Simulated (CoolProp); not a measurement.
A closed Brayton cycle with carbon dioxide: compressor inlet 314.15 K and 9.3 MPa, high pressure 17 MPa, turbine inlet 720 K, compressor efficiency 0.89, turbine efficiency 0.9, recuperator effectiveness 0.9 (on enthalpy, no pinch check). Each further row changes one setting.

Model: reference Helmholtz-energy equation of state, Span 1996, in CoolProp.

```json
[
 {"case": "as stated", "thermal efficiency (%)": "26.4", "net work (kJ/kg)": "54.9", "compressor to turbine work": "0.22", "compressor exit (K)": "339.8", "turbine exit (K)": "652.3"},
 {"case": "turbine inlet 670 K", "thermal efficiency (%)": "25.0", "net work (kJ/kg)": "49.1", "compressor to turbine work": "0.24", "compressor exit (K)": "339.8", "turbine exit (K)": "___"},
 {"case": "compressor inlet 324.15 K", "thermal efficiency (%)": "___", "net work (kJ/kg)": "46.4", "compressor to turbine work": "___", "compressor exit (K)": "367.8", "turbine exit (K)": "652.3"},
 {"case": "high pressure 14.4 MPa", "thermal efficiency (%)": "___", "net work (kJ/kg)": "___", "compressor to turbine work": "0.20", "compressor exit (K)": "332.7", "turbine exit (K)": "670.7"},
 {"case": "recuperator effectiveness 0.5", "thermal efficiency (%)": "15.1", "net work (kJ/kg)": "54.9", "compressor to turbine work": "0.22", "compressor exit (K)": "339.8", "turbine exit (K)": "652.3"}
]
```

Question: Fill in the missing entries.

Answer: 
- turbine inlet 670 K, turbine exit (K): 604.9
- compressor inlet 324.15 K, thermal efficiency (%): 26.9
- compressor inlet 324.15 K, compressor to turbine work: 0.34
- high pressure 14.4 MPa, thermal efficiency (%): 22.8
- high pressure 14.4 MPa, net work (kJ/kg): 41.2
